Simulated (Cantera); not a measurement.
A perfectly stirred reactor is fed with 30.5 % H2, 13.9 % O2, 52.2 % N2, 3.36 % H2O, at 8.30 bar; it is adiabatic with a 550 K inlet, and is followed from long to short residence time, starting on the burning branch (τ in s: 0.065, 0.029, 0.013, 0.0055, 0.0024, 0.0011, 0.00046, 0.0002, 8.8e-05, 3.9e-05, 1.7e-05, 7.4e-06).

Model: the H2/O2 subset of GRI-Mech 3.0, which has no nitrogen chemistry, integrated in Cantera. The hydrogen kinetics of GRI-Mech 3.0 are dated; newer H2 mechanisms differ, most at raised pressure.

x: mole fraction; the columns are a selection and need not sum to one.

```json
[
 {"τ (s)": "0.065", "T (K)": "2530", "x H2": "0.0344", "x O2": "0.000636", "x H2O": "0.355", "x H2O2": "1.95e-7", "x H": "0.00188", "x HO2": "6.43e-7", "x O": "0.000149"},
 {"τ (s)": "0.029", "T (K)": "2529", "x H2": "0.0344", "x O2": "0.000657", "x H2O": "0.355", "x H2O2": "1.99e-7", "x H": "0.00190", "x HO2": "6.64e-7", "x O": "0.000152"},
 {"τ (s)": "0.013", "T (K)": "2528", "x H2": "0.0345", "x O2": "0.000702", "x H2O": "0.354", "x H2O2": "2.08e-7", "x H": "0.00195", "x HO2": "7.11e-7", "x O": "0.000159"},
 {"τ (s)": "0.0055", "T (K)": "2525", "x H2": "0.0348", "x O2": "0.000808", "x H2O": "0.354", "x H2O2": "2.29e-7", "x H": "0.00207", "x HO2": "8.26e-7", "x O": "0.000175"},
 {"τ (s)": "0.0024", "T (K)": "2518", "x H2": "0.0353", "x O2": "0.00102", "x H2O": "0.353", "x H2O2": "2.72e-7", "x H": "0.00230", "x HO2": "1.07e-6", "x O": "0.000210"},
 {"τ (s)": "0.0011", "T (K)": "2506", "x H2": "0.0362", "x O2": "___", "x H2O": "0.351", "x H2O2": "___", "x H": "___", "x HO2": "___", "x O": "___"},
 {"τ (s)": "0.00046", "T (K)": "2484", "x H2": "0.0379", "x O2": "___", "x H2O": "0.348", "x H2O2": "___", "x H": "___", "x HO2": "___", "x O": "___"},
 {"τ (s)": "0.00020", "T (K)": "2451", "x H2": "0.0404", "x O2": "0.00327", "x H2O": "0.343", "x H2O2": "6.85e-7", "x H": "0.00479", "x HO2": "4.87e-6", "x O": "0.000646"},
 {"τ (s)": "8.8e-5", "T (K)": "2404", "x H2": "0.0439", "x O2": "0.00495", "x H2O": "0.336", "x H2O2": "9.49e-7", "x H": "0.00678", "x HO2": "8.84e-6", "x O": "0.00104"},
 {"τ (s)": "3.9e-5", "T (K)": "2339", "x H2": "0.0484", "x O2": "0.00728", "x H2O": "0.327", "x H2O2": "1.28e-6", "x H": "0.00983", "x HO2": "1.59e-5", "x O": "0.00167"},
 {"τ (s)": "1.7e-5", "T (K)": "2249", "x H2": "0.0541", "x O2": "0.0105", "x H2O": "0.315", "x H2O2": "1.71e-6", "x H": "0.0145", "x HO2": "2.83e-5", "x O": "0.00263"},
 {"τ (s)": "7.4e-6", "T (K)": "2133", "x H2": "0.0610", "x O2": "0.0149", "x H2O": "0.301", "x H2O2": "2.31e-6", "x H": "0.0210", "x HO2": "5.01e-5", "x O": "0.00391"}
]
```

**Question.** Fill in the missing entries.

**Answer.** 
- 0.0011, x O2: 0.00140
- 0.0011, x H2O2: 3.46e-7
- 0.0011, x H: 0.00271
- 0.0011, x HO2: 1.57e-6
- 0.0011, x O: 0.000274
- 0.00046, x O2: 0.00213
- 0.00046, x H2O2: 4.85e-7
- 0.00046, x H: 0.00352
- 0.00046, x HO2: 2.70e-6
- 0.00046, x O: 0.000410
